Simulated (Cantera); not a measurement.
## Si3N4 + N2 (sublimation and decomposition of ceramics)

Feed: 1 mol Si3N4, 0.38 mol N2, at 10.0 mbar.

Method: chemical equilibrium by Gibbs-energy minimisation in Cantera with the NASA 1993 tables (ideal gas, pure condensed phases). Candidate condensed phases: Si, Si3N4; 7 gas species. The tables' values for SiN are old estimates; treat these amounts as uncertain. Rates play no part.

```
T (K)   x N2      x Si     x Si2    x Si2N     x SiN     x Si3  n Si3N4(s)  n Si(l)
-----  -----  --------  --------  --------  --------  --------  ----------  -------
1675   1.000   9.52e-6   8.13e-9   2.48e-7   6.27e-7  4.41e-10       1.000        0
1725   1.000   3.98e-5   7.43e-8   1.52e-6   2.22e-6   7.22e-9       1.000        0
1775   1.000  0.000153   5.97e-7   8.42e-6   7.30e-6   1.00e-7       1.000        0
1825   0.999  0.000455   2.96e-6   2.93e-5   1.87e-5   6.95e-7           0     3.00
1875   0.999  0.000906   6.80e-6   4.81e-5   3.24e-5   1.55e-6           0     3.00
1925   0.998   0.00174   1.49e-5   7.69e-5   5.45e-5   3.33e-6           0     3.00
1975   0.997   0.00323   3.15e-5  0.000120   8.92e-5   6.84e-6           0     2.99
2025   0.994   0.00582   6.40e-5  0.000183  0.000142   1.36e-5           0     2.98
2075   0.989    0.0102  0.000126  0.000272  0.000222   2.60e-5           0     2.97
2125   0.982    0.0174  0.000239  0.000397  0.000338   4.82e-5           0     2.95
2175   0.970    0.0289  0.000440  0.000568  0.000504   8.68e-5           0     2.92
2225   0.951    0.0469  0.000788  0.000796  0.000735  0.000152           0     2.87
2275   0.922    0.0745   0.00137   0.00109   0.00105  0.000260           0     2.79
```
x: gas mole fraction; n: condensed amount in mol.

From 1675 K to 1775 K the condensed part is Si3N4(s). From 1825 K to 2275 K the condensed part is Si(l). The main Si-bearing gas is Si throughout.
